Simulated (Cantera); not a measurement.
A Cantera script and what it prints.

```python
import numpy as np
import cantera as ct

gas_names = [...]  # 169 gases of nasa_gas.yaml made of C, H, N, O
cond_names = """
    C(gr) C6H6(L) C7H8(L) C8H18(L),n-octa H2O(s) H2O(L)
""".split()


# ... load() reads the species with a 1 bar reference pressure and builds the phases ...
atoms = {
    'n-butane': {'C': 4, 'H': 10},
    'H2O': {'H': 2, 'O': 1},
    'N2': {'N': 2},
}
top_T = {'C(gr)': 4500}  # K; cautious upper limits of use, not melting points


# ... equilibrate(T, P, feed) seeds the gas with the atoms and calls Mixture.equilibrate('TP', solver="vcs", rtol=1e-11, max_steps=5000) ...
results = []
feed = {'n-butane': 1, 'H2O': 0.14, 'N2': 20}  # mol
P = 940000  # Pa
for T in [2000, 2250, 2500, 2750, 3000, 3250, 3500, 3750, 4000, 4250, 4500, 4750, 5000]:
    mix = equilibrate(T, P, feed)
    results.append((T, P, feed, dict(zip(mix.species_names, mix.species_moles))))

top = {s: max(r[3][s] / sum(r[3][g] for g in gas_names) for r in results) for s in gas_names}
cols = sorted((s for s in top if top[s] > 1e-05), key=lambda s: -top[s])[:8]
seen = [c for c in cond_names if any(r[3].get(c, 0) > 1e-12 for r in results)]
print("log10 of partial pressures in bar; condensed amounts in mol")
print(f"{'T/K':>10s}" + "".join(f"{s[:9]:>10s}" for s in cols + seen))
for T, P, feed, n in results:
    ng = sum(n[g] for g in gas_names)
    print(f"{T:10.4g}" + "".join(f"{np.log10(max(n[s] / ng * P / 1e5, 1e-99)):10.3f}" for s in cols)
          + "".join(f"{n.get(c, 0):10.4g}" for c in seen))
```

Result:

```
log10 of partial pressures in bar; condensed amounts in mol
       T/K        N2         H        H2       HCN        CN         C       HNC C2H2,acet     C(gr)
      2000     0.870    -2.652     0.273    -1.260    -5.813   -10.517    -2.505    -2.841     3.692
      2250     0.867    -1.998     0.262    -0.888    -4.557    -8.439    -1.958    -2.214     3.446
      2500     0.862    -1.480     0.238    -0.600    -3.556    -6.779    -1.531    -1.728     2.996
      2750     0.855    -1.067     0.196    -0.378    -2.741    -5.423    -1.196    -1.354     2.291
      3000     0.844    -0.737     0.129    -0.212    -2.065    -4.295    -0.937    -1.077     1.321
      3250     0.830    -0.478     0.030    -0.097    -1.497    -3.342    -0.742    -0.886   0.09308
      3500     0.821    -0.239    -0.021    -0.123    -1.152    -2.670    -0.701    -0.975         0
      3750     0.811    -0.042    -0.087    -0.185    -0.881    -2.115    -0.705    -1.128         0
      4000     0.798     0.114    -0.177    -0.283    -0.672    -1.656    -0.752    -1.345         0
      4250     0.784     0.233    -0.295    -0.419    -0.516    -1.279    -0.844    -1.633         0
      4500     0.770     0.317    -0.443    -0.592    -0.409    -0.975    -0.978    -1.991         0
      4750     0.756     0.373    -0.615    -0.798    -0.344    -0.735    -1.150    -2.414         0
      5000     0.745     0.407    -0.802    -1.032    -0.317    -0.550    -1.353    -2.890         0
```

Method: chemical equilibrium by Gibbs-energy minimisation in Cantera with the NASA 1993 tables (ideal gas, pure condensed phases).
